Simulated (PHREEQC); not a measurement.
## Arsenic or selenium liquor with acid rinse or clean

Solution A (0.028 mol H3AsO4, 0.23 mol NaOH and 0.0001 mol FeCl3 per kg of water) is mixed with solution B (11 mmol/kgw HNO3, 0.92 mmol/kgw FeCl3 and 1.3 mmol/kgw KCl) at 20 °C; shares are by mass of water, 1 kg in all. Oxygen is held at 0.21 atm. CO2 from the air is kept out. Slow redox steps are shut off: nitrate isn't reduced. Names ending in (a), (am) or -a are amorphous solids. Only these solids could form: Fe(OH)3(a), Scorodite, Halite.

The series has 11 steps of share of solution B, from 0 to 1.

Equilibrium calculation in PHREEQC: ion-association model, wateq4f.dat.

Problem. Which solids form, in which order, and at which step of the series does each first stand?

Solution. Fe(OH)3(a) from share of solution B = 0.1 (pH 13.12), last present at share of solution B = 0.9.

Problem. Between which two steps does the pH jump most, and from what to what?

Solution. Between share of solution B = 0.9 and 1: from 11.60 to 2.00.

The database's scorodite may be far more soluble than the real mineral, and it has no iron arsenate complexes; the constant wasn't checked at its source.
